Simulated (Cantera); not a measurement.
An adiabatic, constant-volume homogeneous reactor starts with CH4 : CO : O2 : N2 : H2O = 1 : 0.4 : 5.5 : 60.5 : 19 (molar parts), equivalence ratio 0.40, at 1648 K and 6.60 bar.

Detailed kinetics in Cantera: GRI-Mech 3.0 (53 species, 325 reactions).

Predict: time of steepest temperature rise; temperature at 6.00 s; equilibrium temperature; x(CO) at 6.00 s; x(O2) at 6.00 s; x(NO) at 6.00 s; x(H2) at 6.00 s.


```
Item                                                                  Result
---------------------------------  -----------------------------------------
time of steepest temperature rise                                   0.140 ms
temperature at 6.00 s                                                 1973 K
equilibrium temperature                                               1972 K
x(CO) at 6.00 s                      3.18e-5 (gas-phase equilibrium 3.17e-5)
x(O2) at 6.00 s                        0.0367 (gas-phase equilibrium 0.0366)
x(NO) at 6.00 s                      0.00278 (gas-phase equilibrium 0.00280)
x(H2) at 6.00 s                    0.000106 (gas-phase equilibrium 0.000106)
```
